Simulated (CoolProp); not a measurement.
The fluid at 360.23 K and 0.843 MPa (gas) is heated at constant pressure to 432.3 K. The same conditions are run with several fluids, on thermodynamics alone (safety and materials aside).

Computed with CoolProp (reference Helmholtz-energy equation of state of each fluid (nitrous oxide: Lemmon 2006; dimethyl ether: Wu 2011; fluoroethane (R161): Wu 2012; R407C: Lemmon 2003; propyne: Polt 1992)). The equations of Platzer and Polt are older, rougher fits. Blends and air are pseudo-pure fits.

| fluid | heat (kJ/kg) | final density (kg/m³) |
|---|---|---|
| nitrous oxide | 71.3 | 10.5 |
| dimethyl ether | 131 | 11.3 |
| fluoroethane (R161) | 116 | 11.7 |
| R407C | 73.8 | 20.9 |
| propyne | 137 | 9.81 |
